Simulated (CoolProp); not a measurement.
A closed Brayton cycle with dry air: compressor inlet 323.15 K and 3.5 MPa, high pressure 10.3 MPa, turbine inlet 930 K, compressor efficiency 0.89, turbine efficiency 0.85, recuperator effectiveness 0.95 (on enthalpy, no pinch check). Each further row changes one setting.

Computed with CoolProp (reference Helmholtz-energy equation of state, Lemmon 2000). It is a pseudo-pure fit of the blend.

| case | thermal efficiency (%) | net work (kJ/kg) | compressor to turbine work | compressor exit (K) | turbine exit (K) |
|---|---|---|---|---|---|
| as stated | 35.6 | 84.4 | 0.61 | 455.2 | 736.7 |
| turbine inlet 880 K | 32.5 | 72.5 | 0.65 | 455.2 | 695.5 |
| compressor inlet 333.15 K | 34.0 | 80.1 | 0.63 | 469.0 | 736.7 |
| high pressure 8.76 MPa | 37.2 | 78.3 | 0.59 | 432.8 | 762.8 |
| recuperator effectiveness 0.5 | 22.7 | 84.4 | 0.61 | 455.2 | 736.7 |
